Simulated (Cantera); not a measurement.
A perfectly stirred reactor is fed with 5.80 % CH4, 0.458 % C2H6, 2.72 % C3H8, 19.1 % O2, 71.9 % N2, equivalence ratio 1.4, at 6.30 bar; it is adiabatic with a 675 K inlet, and is followed from long to short residence time, starting on the burning branch (τ in s: 0.22, 0.074, 0.025, 0.0082, 0.0027, 0.0009, 0.0003, 0.0001, 3.3e-05).

Detailed kinetics in Cantera: GRI-Mech 3.0 (53 species, 325 reactions). GRI-Mech 3.0 was tuned for natural gas; its chemistry of propane as a main component is partial and can be far from experiment.

One state of this run: T (K) = 2215; x CH4 = 0.00130; x C2H6 = 7.38e-6; x C3H8 = 1.97e-5; x CO2 = 0.0445; x OH = 0.00137. x: mole fraction; the columns are a selection and need not sum to one.

Problem. Which value of τ (s) does it belong to?
(A) 0.00090
(B) 0.00010
(C) 0.025
(D) 0.0082

Solution. B, 0.00010
